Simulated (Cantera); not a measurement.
**Equilibrium for titanium nitride, carbide and oxide coatings: Ti(OiPr)₄ + C₃H₈ + H₂**

Feed: 1 mol Ti(OiPr)₄, 0.28 mol C₃H₈, 28 mol H₂, equilibrated at 0.00380 bar.

Cantera equilibrium calculation (NASA polynomials, part measured and part estimated; ideal gas, pure solids and liquids). Candidate condensed phases: C, C₆H₆, C₇H₈, C₈H₁₈, H₂O, Ti, TiC, TiO, TiO₂, Ti₂O₃, Ti₃O₅, Ti₄O₇; 113 gas species. The feed counts by its element totals alone. TiC: taken at fixed stoichiometry. Condensed phases not in the tables: Magnéli phases beyond Ti₄O₇. The numbers say what is thermodynamically allowed, not how fast it happens.

| T (°C) | x H₂ | x CO | x H | x C₂H₂ (acetylene) | n C(graphite) | n Ti₄O₇(s) | n TiC(s) |
|---|---|---|---|---|---|---|---|
| 775 | 0.950 | 0.0496 | 1.22e-7 | 3.74e-9 | 10.6 | 0.250 | 0 |
| 875 | 0.915 | 0.0849 | 1.11e-6 | 3.40e-8 | 7.84 | 0 | 1.00 |
| 975 | 0.915 | 0.0849 | 7.25e-6 | 2.23e-7 | 7.84 | 0 | 1.00 |
| 1075 | 0.915 | 0.0849 | 3.59e-5 | 1.10e-6 | 7.84 | 0 | 1.00 |
| 1175 | 0.915 | 0.0849 | 0.000143 | 4.35e-6 | 7.84 | 0 | 1.00 |
| 1275 | 0.915 | 0.0849 | 0.000478 | 1.44e-5 | 7.84 | 0 | 1.00 |
| 1375 | 0.914 | 0.0848 | 0.00138 | 4.09e-5 | 7.84 | 0 | 1.00 |
| 1475 | 0.912 | 0.0847 | 0.00354 | 0.000103 | 7.83 | 0 | 1.00 |
| 1575 | 0.907 | 0.0845 | 0.00819 | 0.000234 | 7.82 | 0 | 1.00 |
| 1675 | 0.898 | 0.0842 | 0.0174 | 0.000484 | 7.79 | 0 | 1.000 |
| 1775 | 0.882 | 0.0834 | 0.0341 | 0.000924 | 7.75 | 0 | 1.000 |
x: gas mole fraction; n: condensed amount in mol.

At 775 °C the condensed part is C(graphite) + Ti₄O₇(s). From 875 °C to 1775 °C the condensed part is C(graphite) + TiC(s).
